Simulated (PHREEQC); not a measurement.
A solution holds 0.18 mol H2SO4 and 0.00013 mol FeSO4 per kg of water, at 20 °C. Closed to the air; pH follows from the charge balance.

Equilibrium calculation in PHREEQC: ion-association model, wateq4f.dat.

### Question
The ionic strength comes out as 0.235 mol/kgw. What activity coefficients do SO4-2, Fe+2, FeHSO4+, HSO4-, H+ get?

### Answer
SO4-2 0.28, Fe+2 0.31, FeHSO4+ 0.74, HSO4- 0.72, H+ 0.79.

Precipitation was switched off in this run. Complexes and solids missing from the database can't appear.
